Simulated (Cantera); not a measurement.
A freely propagating, adiabatic, planar premixed flame of H2 : O2 : N2 = 1 : 0.515 : 1.94 (molar parts), unburnt at 600 K and 1.00 atm; multicomponent transport, grid criteria slope 0.08 and curve 0.16, no radiation.

Computed with Cantera and the H2/O2 subset of GRI-Mech 3.0, which has no nitrogen chemistry. Burning velocities carry a grid error of a few per cent, more on coarse grids.

x: mole fraction of selected species; z is measured from the peak of heat release.

```json
[
 {"z (mm)": "-1.39", "T (K)": "600", "u (m/s)": "7.18", "x H2": "0.289", "x O2": "0.149", "x H2O": "<1e-8", "x H": "<1e-8", "x O": "<1e-8", "x HO2": "<1e-8"},
 {"z (mm)": "-0.924", "T (K)": "600", "u (m/s)": "7.18", "x H2": "0.289", "x O2": "0.149", "x H2O": "<1e-8", "x H": "<1e-8", "x O": "<1e-8", "x HO2": "<1e-8"},
 {"z (mm)": "-0.693", "T (K)": "600", "u (m/s)": "7.18", "x H2": "0.289", "x O2": "0.149", "x H2O": "<1e-8", "x H": "<1e-8", "x O": "<1e-8", "x HO2": "<1e-8"},
 {"z (mm)": "-0.462", "T (K)": "600", "u (m/s)": "7.18", "x H2": "0.289", "x O2": "0.149", "x H2O": "1.28e-7", "x H": "2.04e-8", "x O": "<1e-8", "x HO2": "4.18e-7"},
 {"z (mm)": "-0.231", "T (K)": "610", "u (m/s)": "7.27", "x H2": "0.287", "x O2": "0.149", "x H2O": "[?]", "x H": "[?]", "x O": "[?]", "x HO2": "[?]"},
 {"z (mm)": "-0.116", "T (K)": "794", "u (m/s)": "9.28", "x H2": "0.258", "x O2": "0.145", "x H2O": "0.0165", "x H": "0.00509", "x O": "0.000293", "x HO2": "0.000212"},
 {"z (mm)": "0", "T (K)": "1242", "u (m/s)": "14.0", "x H2": "0.149", "x O2": "0.105", "x H2O": "0.105", "x H": "0.0366", "x O": "0.00585", "x HO2": "9.05e-5"},
 {"z (mm)": "0.116", "T (K)": "1568", "u (m/s)": "17.4", "x H2": "0.0620", "x O2": "0.0481", "x H2O": "0.204", "x H": "0.0571", "x O": "0.0131", "x HO2": "3.70e-5"},
 {"z (mm)": "0.231", "T (K)": "1722", "u (m/s)": "19.0", "x H2": "0.0469", "x O2": "0.0340", "x H2O": "0.228", "x H": "0.0523", "x O": "0.0139", "x HO2": "2.28e-5"},
 {"z (mm)": "0.462", "T (K)": "1884", "u (m/s)": "20.5", "x H2": "0.0444", "x O2": "0.0290", "x H2O": "0.240", "x H": "0.0404", "x O": "0.0121", "x HO2": "1.59e-5"},
 {"z (mm)": "0.924", "T (K)": "2049", "u (m/s)": "22.1", "x H2": "0.0414", "x O2": "0.0250", "x H2O": "0.253", "x H": "0.0283", "x O": "0.00940", "x HO2": "1.08e-5"},
 {"z (mm)": "1.85", "T (K)": "2206", "u (m/s)": "23.5", "x H2": "0.0362", "x O2": "0.0210", "x H2O": "0.268", "x H": "0.0181", "x O": "0.00663", "x HO2": "7.04e-6"},
 {"z (mm)": "3.70", "T (K)": "2342", "u (m/s)": "24.7", "x H2": "0.0296", "x O2": "0.0173", "x H2O": "0.283", "x H": "0.0107", "x O": "0.00428", "x HO2": "4.71e-6"}
]
```

**Question.** Fill in the missing entries.

**Answer.** 
- -0.231, x H2O: 0.000430
- -0.231, x H: 9.94e-5
- -0.231, x O: 5.41e-6
- -0.231, x HO2: 0.000193
